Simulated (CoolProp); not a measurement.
A Linde-Hampson liquefier for normal hydrogen: isothermal reversible compression at 300 K from 1 atm to 15 MPa, throttling to 1 atm, return gas leaving the recuperator 5 K below the feed. Each further row changes one setting.

Model: reference Helmholtz-energy equation of state, Leachman 2009, in CoolProp.

```json
[
 {"case": "as stated", "compression work (kJ/kg of gas)": "6290"},
 {"case": "high pressure 30 MPa", "compression work (kJ/kg of gas)": "7270"},
 {"case": "warm-end temperature 330 K", "compression work (kJ/kg of gas)": "6910"},
 {"case": "warm-end gap 10 K", "compression work (kJ/kg of gas)": "6290"}
]
```
